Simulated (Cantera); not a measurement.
A closed system holds: 1 mol Al, 3 mol Cl₂, held at 823.15 K and 71.0 Pa.

Method: chemical equilibrium by Gibbs-energy minimisation in Cantera with the NASA 1993 tables (ideal gas, pure condensed phases). Candidate condensed phases: Al, AlCl₃; 8 gas species. Kinetics and transport are ignored.

Base state: Cl₂ 0.600, AlCl₃ 0.400, Cl 0.000458, Al₂Cl₆ 0.000230 (mole fractions); condensed: gas only.

Task: What changes in the equilibrium state with this change: temperature from 823.15 K to 1523.15 K?

Result: 
```
species    before    after
-------  --------  -------
Cl       0.000458    0.665
AlCl₃       0.400    0.267
Cl₂         0.600   0.0677
AlCl₂       <1e-9  2.89e-5
Al₂Cl₆   0.000230  5.06e-8
```
The tables' values for AlCl₂ are old estimates; treat these amounts as uncertain.

Task: What changes in the equilibrium state with this change: temperature from 823.15 K to 1375 K?

Result: 
| species | before | after |
|---|---|---|
| Cl | 0.000458 | 0.438 |
| AlCl₃ | 0.400 | 0.312 |
| Cl₂ | 0.600 | 0.250 |
| Al₂Cl₆ | 0.000230 | 1.73e-7 |
